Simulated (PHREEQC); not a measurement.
Solution (25 °C): 0.0028 mol H2SO4, 3.6e-05 mol Al2(SO4)3 and 4.6e-05 mol Fe2(SO4)3 per kg of water. Closed to the air; pH follows from the charge balance.

All values are PHREEQC results (ion-association model, wateq4f.dat), not measurements.

This is a speciation only: nothing precipitates in the calculation.

Order these Al species by the share of Al that they hold, largest first: Al(SO4)2-, Al+3, AlSO4+.

AlSO4+ (69 %), Al+3 (27 %), Al(SO4)2- (3.4 %)

Order these S species by the share of S that they hold, largest first: AlSO4+, FeSO4+, SO4-2, HSO4-, Al(SO4)2-.

SO4-2 (72 %), HSO4- (24 %), FeSO4+ (2.4 %), AlSO4+ (1.6 %), Al(SO4)2- (0.16 %)

The pH is 2.35 and the ionic strength 0.00737 mol/kgw. Examples of supersaturated solids here: Hematite (slow to form), Goethite (slow to form). Others may be too. Complexes and solids missing from the database can't appear.
